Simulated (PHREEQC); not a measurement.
A column of 0.2 m (30 cells, dispersivity 0.01 m, 300 s a shift, diffusion coefficient 3e-10 m²/s) holds 0.25 eq of the database's cation exchanger X per kg of pore water, first in equilibrium with 0.011 mol MnCl2, 0.0023 mol KBr, 0.0089 mol CaCl2 and 1e-05 mol HCl per kg of water. It is flushed with 0.0017 mol MgSO4, 0.099 mol LiCl, 0.0098 mol MnCl2 and 1e-05 mol HCl per kg of water, at 15 °C. Values are for the last cell. No CO2 enters from the air. No solid was allowed to form.

The series has 31 steps of pore volumes, from 0 to 7.017.

All values are PHREEQC results (ion-association model, phreeqc.dat), not measurements.

Problem. After how many pore volumes does Li at the outlet first reach half of its feed value?

Solution. By 1.6 pore volumes.

Problem. After how many pore volumes does S at the outlet first reach half of its feed value?

Solution. By 1.2 pore volumes.

Complexes and solids missing from the database can't appear.
